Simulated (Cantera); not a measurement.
Input (Python, Cantera) and output of one run.

```python
import numpy as np
import cantera as ct

gas_names = """
    H HNO HNO2 HNO3 HO2 H2 H2O H2O2 N NH NH2 NH3 NH2OH NO NO2 NO3 N2 N2H2 N2H4 N2O O OH O2 O3 Si SiH
    SiH2 SiH3 SiH4 SiN SiO SiO2 Si2 Si2N Si3
""".split()
cond_names = """
    H2O(s) H2O(L) Si(cr) Si(L) SiO2(Lqz) SiO2(hqz) SiO2(L) Si2N2O(s) Si3N4(a)
""".split()


# ... load() reads the species with a 1 bar reference pressure and builds the phases ...
atoms = {
    'SiH4': {'Si': 1, 'H': 4},
    'NO': {'N': 1, 'O': 1},
    'N2': {'N': 2},
}
top_T = {'Si2N2O(s)': 2100, 'Si3N4(a)': 2400}  # K; cautious upper limits of use, not melting points


# ... equilibrate(T, P, feed) seeds the gas with the atoms and calls Mixture.equilibrate('TP', solver="vcs", rtol=1e-11, max_steps=5000) ...
results = []
feed = {'SiH4': 1, 'NO': 0.84, 'N2': 86}  # mol
P = 56000  # Pa
for T in [1173, 1273, 1373, 1473, 1573, 1673, 1773, 1873]:
    mix = equilibrate(T, P, feed)
    results.append((T, P, feed, dict(zip(mix.species_names, mix.species_moles))))

top = {s: max(r[3][s] / sum(r[3][g] for g in gas_names) for r in results) for s in gas_names}
cols = sorted((s for s in top if top[s] > 1e-06), key=lambda s: -top[s])[:5]
seen = [c for c in cond_names if any(r[3].get(c, 0) > 1e-12 for r in results)]
print("log10 of partial pressures in bar; condensed amounts in mol")
print(f"{'T/K':>10s}" + "".join(f"{s[:9]:>10s}" for s in cols + seen))
for T, P, feed, n in results:
    ng = sum(n[g] for g in gas_names)
    print(f"{T:10.4g}" + "".join(f"{np.log10(max(n[s] / ng * P / 1e5, 1e-99)):10.3f}" for s in cols)
          + "".join(f"{n.get(c, 0):10.4g}" for c in seen))
```

It prints:

```
log10 of partial pressures in bar; condensed amounts in mol
       T/K        N2        H2       SiO         H       H2O SiO2(hqz)   SiO2(L) Si2N2O(s)
      1173    -0.262    -1.896   -10.464    -7.876    -5.488    0.2263         0    0.3868
      1273    -0.262    -1.896    -8.692    -7.095    -5.345    0.2262         0    0.3869
      1373    -0.262    -1.896    -7.184    -6.425    -5.225     0.226         0     0.387
      1473    -0.262    -1.896    -5.886    -5.846    -5.122    0.2258         0     0.387
      1573    -0.262    -1.896    -4.756    -5.339    -5.032    0.2248         0    0.3862
      1673    -0.262    -1.896    -3.766    -4.892    -4.955    0.2165         0    0.3783
      1773    -0.263    -1.898    -2.894    -4.495    -4.895         0    0.1582    0.3202
      1873    -0.265    -1.901    -2.369    -4.141    -5.349         0         0    0.1607
```

Method: chemical equilibrium by Gibbs-energy minimisation in Cantera with the NASA 1993 tables (ideal gas, pure condensed phases). Mutual solubility and eutectic melting of coexisting phases are not modelled. The tables hold silica as quartz up to 1696 K and as liquid above; real silica turns to tridymite and cristobalite and melts near 1996 K.
